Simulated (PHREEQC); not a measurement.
A PHREEQC speciation (ion-association model, phreeqc.dat) at 50 °C gives pH 4.23 and these molalities:

| species | mol/kgw |
|---|---|
| Cl- | 0.396 |
| Mn+2 | 0.147 |
| SO4-2 | 0.121 |
| Cu+2 | 0.114 |
| MnSO4 | 0.107 |
| CuCl+ | 0.0728 |
| CuSO4 | 0.0715 |
| MnCl+ | 0.0432 |
| CuCl2 | 0.00549 |
| MnCl2 | 0.00220 |
| MnCl3- | 0.000287 |
| HSO4- | 0.000228 |
| Cu2(OH)2+2 | 0.000151 |
| H+ | 8.02e-5 |

What are the element totals, and what could have been dissolved in 1 kg of water to give them?

This is not unique; one that fits is totals Cl 0.528, Cu(2) 0.264, Mn(2) 0.300, S(6) 0.300 mol/kgw, from 0.3 mol MnSO4 and 0.264 mol CuCl2 per kg of water.

No solid was allowed to form. The ionic strength is past about 0.7 mol/kgw, beyond the range of this activity model, so the values are rough. At this temperature some constants are extrapolated from 25 °C, and those without enthalpy data are left unchanged.
